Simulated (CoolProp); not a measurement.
The fluid at 298.15 K and 3.12 MPa is throttled through a valve to 1.12 MPa with no heat exchange. The same conditions are run with several fluids, on thermodynamics alone (safety and materials aside).

The numbers come from the reference Helmholtz-energy equation of state of each fluid (R407C: Lemmon 2003; carbonyl sulfide: Lemmon 2006; R22: Kamei 1995; propyne: Polt 1992; R134a: Tillner-Roth 1994) in CoolProp. The equations of Platzer and Polt are older, rougher fits. Blends and air are pseudo-pure fits.

| fluid | temperature change (K) | final phase | final density (kg/m³) |
|---|---|---|---|
| R407C | (withheld) | two-phase, vapour fraction 0.017 | (withheld) |
| carbonyl sulfide | -5.3 | two-phase, vapour fraction 0.030 | 533 |
| R22 | (withheld) | liquid | (withheld) |
| propyne | +0.3 | liquid | (withheld) |
| R134a | +0.1 | liquid | (withheld) |

Q: Fill in the missing entries.

A: 
- R407C, temperature change (K): -2.1
- R407C, final density (kg/m³): 829
- R22, temperature change (K): +0.0
- R22, final density (kg/m³): 1190
- propyne, final density (kg/m³): 612
- R134a, final density (kg/m³): 1210
